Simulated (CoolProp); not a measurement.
Cyclopentane along the isobar 13500 kPa: Z from the reference equation and from simpler models built on Tc = 238.6 °C, pc = 4583 kPa, ω = 0.202; each cubic takes its own stable root.

The numbers come from the reference Helmholtz-energy equation of state, Gedanitz 2015 in CoolProp.

| T (°C) | phase | reference | van der Waals | Redlich-Kwong | Soave-Redlich-Kwong | Peng-Robinson |
|---|---|---|---|---|---|---|
| 82.95 | liquid | 0.4578 | 0.6829 | 0.4832 | 0.4736 | 0.4206 |
| 91.35 | liquid | 0.4526 | 0.6730 | 0.4780 | 0.4683 | 0.4159 |
| 99.85 | liquid | 0.4478 | 0.6636 | 0.4732 | 0.4635 | 0.4116 |
| 108.25 | liquid | 0.4435 | 0.6549 | 0.4690 | 0.4593 | 0.4078 |
| 116.65 | liquid | 0.4395 | 0.6468 | 0.4653 | 0.4556 | 0.4045 |
| 125.15 | liquid | 0.4360 | 0.6392 | 0.4620 | 0.4523 | 0.4017 |
| 133.55 | liquid | 0.4328 | 0.6321 | 0.4593 | 0.4496 | 0.3994 |
| 141.95 | liquid | 0.4301 | 0.6256 | 0.4570 | 0.4475 | 0.3975 |
| 150.45 | liquid | 0.4277 | 0.6195 | 0.4551 | 0.4458 | 0.3962 |
| 158.85 | liquid | 0.4258 | 0.6139 | 0.4537 | 0.4447 | 0.3953 |
| 167.25 | liquid | 0.4242 | 0.6088 | 0.4528 | 0.4441 | 0.3950 |
| 175.75 | liquid | 0.4230 | 0.6041 | 0.4523 | 0.4442 | 0.3953 |
| 184.15 | liquid | 0.4223 | 0.5998 | 0.4524 | 0.4448 | 0.3961 |
| 192.55 | liquid | 0.4219 | 0.5961 | 0.4529 | 0.4460 | 0.3975 |
| 201.05 | liquid | 0.4221 | 0.5927 | 0.4540 | 0.4479 | 0.3996 |
